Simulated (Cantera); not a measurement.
What does this Cantera script print?

```python
import numpy as np
import cantera as ct

gas_names = """
    H HNO HNO2 HNO3 HO2 H2 H2O H2O2 N NH NH2 NH3 NH2OH NO NO2 NO3 N2 N2H2 N2H4 N2O O OH O2 O3 Pb PbO Pb2
""".split()
cond_names = """
    H2O(s) H2O(L) Pb(cr) Pb(L) PbO(rd) PbO(yw) PbO(L) PbO2(s) Pb3O4(s)
""".split()


# ... load() reads the species with a 1 bar reference pressure and builds the phases ...
atoms = {
    'Pb': {'Pb': 1},
    'H2O': {'H': 2, 'O': 1},
    'N2': {'N': 2},
}
top_T = {'Pb3O4(s)': 820}  # K; cautious upper limits of use, not melting points


# ... equilibrate(T, P, feed) seeds the gas with the atoms and calls Mixture.equilibrate('TP', solver="vcs", rtol=1e-11, max_steps=5000) ...
results = []
feed = {'Pb': 1, 'H2O': 3.2, 'N2': 1.1}  # mol
for P in [10, 48, 230, 1100, 5500, 26000, 130000, 620000, 3000000]:
    for T in [1475, 1525, 1575, 1625, 1675, 1725, 1775, 1825, 1875, 1925]:
        mix = equilibrate(T, P, feed)
        results.append((T, P, feed, dict(zip(mix.species_names, mix.species_moles))))

for T, P, feed, n in results:
    print(f"{T:7g} {P:10.4g}  " + (" + ".join(c for c in cond_names if n.get(c, 0) > 1e-12) or "gas only"))
```

It prints:

```
   1475         10  gas only
   1525         10  gas only
   1575         10  gas only
   1625         10  gas only
   1675         10  gas only
   1725         10  gas only
   1775         10  gas only
   1825         10  gas only
   1875         10  gas only
   1925         10  gas only
   1475         48  gas only
   1525         48  gas only
   1575         48  gas only
   1625         48  gas only
   1675         48  gas only
   1725         48  gas only
   1775         48  gas only
   1825         48  gas only
   1875         48  gas only
   1925         48  gas only
   1475        230  gas only
   1525        230  gas only
   1575        230  gas only
   1625        230  gas only
   1675        230  gas only
   1725        230  gas only
   1775        230  gas only
   1825        230  gas only
   1875        230  gas only
   1925        230  gas only
   1475       1100  gas only
   1525       1100  gas only
   1575       1100  gas only
   1625       1100  gas only
   1675       1100  gas only
   1725       1100  gas only
   1775       1100  gas only
   1825       1100  gas only
   1875       1100  gas only
   1925       1100  gas only
   1475       5500  gas only
   1525       5500  gas only
   1575       5500  gas only
   1625       5500  gas only
   1675       5500  gas only
   1725       5500  gas only
   1775       5500  gas only
   1825       5500  gas only
   1875       5500  gas only
   1925       5500  gas only
   1475    2.6e+04  Pb(L)
   1525    2.6e+04  Pb(L)
   1575    2.6e+04  gas only
   1625    2.6e+04  gas only
   1675    2.6e+04  gas only
   1725    2.6e+04  gas only
   1775    2.6e+04  gas only
   1825    2.6e+04  gas only
   1875    2.6e+04  gas only
   1925    2.6e+04  gas only
   1475    1.3e+05  Pb(L)
   1525    1.3e+05  Pb(L)
   1575    1.3e+05  Pb(L)
   1625    1.3e+05  Pb(L)
   1675    1.3e+05  Pb(L)
   1725    1.3e+05  Pb(L)
   1775    1.3e+05  gas only
   1825    1.3e+05  gas only
   1875    1.3e+05  gas only
   1925    1.3e+05  gas only
   1475    6.2e+05  Pb(L)
   1525    6.2e+05  Pb(L)
   1575    6.2e+05  Pb(L)
   1625    6.2e+05  Pb(L)
   1675    6.2e+05  Pb(L)
   1725    6.2e+05  Pb(L)
   1775    6.2e+05  Pb(L)
   1825    6.2e+05  Pb(L)
   1875    6.2e+05  Pb(L)
   1925    6.2e+05  Pb(L)
   1475      3e+06  Pb(L) + PbO(L)
   1525      3e+06  Pb(L) + PbO(L)
   1575      3e+06  Pb(L) + PbO(L)
   1625      3e+06  Pb(L)
   1675      3e+06  Pb(L)
   1725      3e+06  Pb(L)
   1775      3e+06  Pb(L)
   1825      3e+06  Pb(L)
   1875      3e+06  Pb(L)
   1925      3e+06  Pb(L)
```

These are equilibrium values from Cantera (NASA tables, ideal gas, pure condensed phases), not measurements of a reactor. Each liquid is taken as pure. Mutual solubility and eutectic melting of coexisting phases are not modelled.
